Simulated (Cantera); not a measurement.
Input (Python, Cantera) and output of one run.

```python
import numpy as np
import cantera as ct

gas_names = """
    H H2 N NH NH2 NH3 N2 N2H2 N2H4 Si SiH SiH2 SiH3 SiH4 SiN Si2 Si2N Si3
""".split()
cond_names = """
    Si(cr) Si(L) Si3N4(a)
""".split()


# ... load() reads the species with a 1 bar reference pressure and builds the phases ...
atoms = {
    'SiH4': {'Si': 1, 'H': 4},
    'NH3': {'N': 1, 'H': 3},
    'N2': {'N': 2},
}
top_T = {'Si3N4(a)': 2400}  # K; cautious upper limits of use, not melting points


# ... equilibrate(T, P, feed) seeds the gas with the atoms and calls Mixture.equilibrate('TP', solver="vcs", rtol=1e-11, max_steps=5000) ...
results = []
feed = {'SiH4': 1, 'NH3': 0.37, 'N2': 3.5}  # mol
P = 7200  # Pa
for T in [1400, 1450, 1500, 1550, 1600, 1650, 1700, 1750, 1800, 1850, 1900, 1950, 2000, 2050]:
    mix = equilibrate(T, P, feed)
    results.append((T, P, feed, dict(zip(mix.species_names, mix.species_moles))))
    x = sorted(zip(gas.X, gas.species_names), reverse=True)
    print(f"T = {T:g} K  P = {P:g} Pa  gas = {mix.phase_moles(0):.4g} mol")
    print("   x: " + "  ".join(f"{s} {v:.3e}" for v, s in x if v > 1e-06))
    print("   condensed (mol): " + ("  ".join(f"{mix.phase(i).name} {mix.phase_moles(i):.4g}"
          for i in range(1, mix.n_phases) if mix.phase_moles(i) > 1e-12) or "none"))
```

It prints:

```
T = 1400 K  P = 7200 Pa  gas = 5.573 mol
   x: N2 5.416e-01  H2 4.584e-01  H 1.227e-05  NH3 1.407e-06
   condensed (mol): Si3N4(a) 0.3333
T = 1450 K  P = 7200 Pa  gas = 5.573 mol
   x: N2 5.416e-01  H2 4.584e-01  H 2.386e-05  NH3 1.190e-06
   condensed (mol): Si3N4(a) 0.3333
T = 1500 K  P = 7200 Pa  gas = 5.573 mol
   x: N2 5.416e-01  H2 4.584e-01  H 4.442e-05  NH3 1.018e-06
   condensed (mol): Si3N4(a) 0.3333
T = 1550 K  P = 7200 Pa  gas = 5.574 mol
   x: N2 5.415e-01  H2 4.584e-01  H 7.947e-05
   condensed (mol): Si3N4(a) 0.3333
T = 1600 K  P = 7200 Pa  gas = 5.574 mol
   x: N2 5.415e-01  H2 4.583e-01  H 1.372e-04
   condensed (mol): Si3N4(a) 0.3333
T = 1650 K  P = 7200 Pa  gas = 5.574 mol
   x: N2 5.415e-01  H2 4.583e-01  H 2.292e-04
   condensed (mol): Si3N4(a) 0.3333
T = 1700 K  P = 7200 Pa  gas = 5.574 mol
   x: N2 5.415e-01  H2 4.582e-01  H 3.717e-04  Si 1.103e-06
   condensed (mol): Si3N4(a) 0.3333
T = 1750 K  P = 7200 Pa  gas = 5.575 mol
   x: N2 5.414e-01  H2 4.580e-01  H 5.866e-04  Si 4.417e-06  SiH2 2.022e-06  SiH 1.061e-06
   condensed (mol): Si3N4(a) 0.3333
T = 1800 K  P = 7200 Pa  gas = 5.576 mol
   x: N2 5.413e-01  H2 4.577e-01  H 9.028e-04  Si 1.636e-05  SiH2 5.082e-06  SiH 3.388e-06  SiN 1.430e-06
   condensed (mol): Si3N4(a) 0.3333
T = 1850 K  P = 7200 Pa  gas = 5.578 mol
   x: N2 5.412e-01  H2 4.574e-01  H 1.358e-03  Si 5.638e-05  SiH2 1.214e-05  SiH 1.014e-05  SiN 4.269e-06  Si2N 4.094e-06
   condensed (mol): Si3N4(a) 0.3332
T = 1900 K  P = 7200 Pa  gas = 5.989 mol
   x: N2 5.722e-01  H2 4.256e-01  H 1.929e-03  Si 1.751e-04  SiH 2.661e-05  SiH2 2.482e-05  Si2N 1.722e-05  SiN 1.190e-05  Si2 1.407e-06
   condensed (mol): Si(L) 0.6119  Si3N4(a) 0.1288
T = 1950 K  P = 7200 Pa  gas = 6.251 mol
   x: N2 5.895e-01  H2 4.073e-01  H 2.727e-03  Si 3.307e-04  SiH 4.333e-05  SiH2 3.230e-05  Si2N 2.761e-05  SiN 2.005e-05  Si2 3.029e-06
   condensed (mol): Si(L) 0.9969
T = 2000 K  P = 7200 Pa  gas = 6.256 mol
   x: N2 5.890e-01  H2 4.064e-01  H 3.863e-03  Si 6.048e-04  SiH 7.018e-05  SiH2 4.315e-05  Si2N 4.257e-05  SiN 3.242e-05  Si2 6.269e-06  Si3 1.344e-06
   condensed (mol): Si(L) 0.9947
T = 2050 K  P = 7200 Pa  gas = 6.264 mol
   x: N2 5.882e-01  H2 4.051e-01  H 5.381e-03  Si 1.073e-03  SiH 1.109e-04  Si2N 6.421e-05  SiH2 5.676e-05  SiN 5.119e-05  Si2 1.251e-05  Si3 2.618e-06
   condensed (mol): Si(L) 0.9909
```

Method: chemical equilibrium by Gibbs-energy minimisation in Cantera with the NASA 1993 tables (ideal gas, pure condensed phases). Mutual solubility and eutectic melting of coexisting phases are not modelled. The tables' values for SiN are old estimates; treat these amounts as uncertain. Gases not in the tables: Si2H6 and higher silanes.
